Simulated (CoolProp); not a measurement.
o-xylene along the isobar 182 bar: Z from the reference equation and from simpler models built on Tc = 630.3 K, pc = 37.37 bar, ω = 0.312; each cubic takes its own stable root.

Values from CoolProp's reference Helmholtz-energy equation of state, Zhou 2012.

```json
[
 {"T (K)": "420.3", "phase": "liquid", "reference": "0.6989"},
 {"T (K)": "435.7", "phase": "liquid", "reference": "0.6851"},
 {"T (K)": "451", "phase": "liquid", "reference": "0.6729"},
 {"T (K)": "466.4", "phase": "liquid", "reference": "0.6619"},
 {"T (K)": "481.7", "phase": "liquid", "reference": "0.6522"},
 {"T (K)": "497.1", "phase": "liquid", "reference": "0.6437"},
 {"T (K)": "512.5", "phase": "liquid", "reference": "0.6363"},
 {"T (K)": "527.8", "phase": "liquid", "reference": "0.6301"},
 {"T (K)": "543.2", "phase": "liquid", "reference": "0.6250"},
 {"T (K)": "558.6", "phase": "liquid", "reference": "0.6210"},
 {"T (K)": "573.9", "phase": "liquid", "reference": "0.6181"},
 {"T (K)": "589.3", "phase": "liquid", "reference": "0.6165"},
 {"T (K)": "604.6", "phase": "liquid", "reference": "0.6160"},
 {"T (K)": "620", "phase": "liquid", "reference": "0.6168"}
]
```

Q: How far does each simpler model (van der Waals, Soave-Redlich-Kwong) lie from the reference over these 14 states: mean and median of the absolute difference, and the worst?

A: 
- van der Waals: mean 54.0 %, median 54.6 %, worst +61.5 % at 420.3 K and 182 bar
- Soave-Redlich-Kwong: mean 11.2 %, median 11.1 %, worst +11.9 % at 620 K and 182 bar
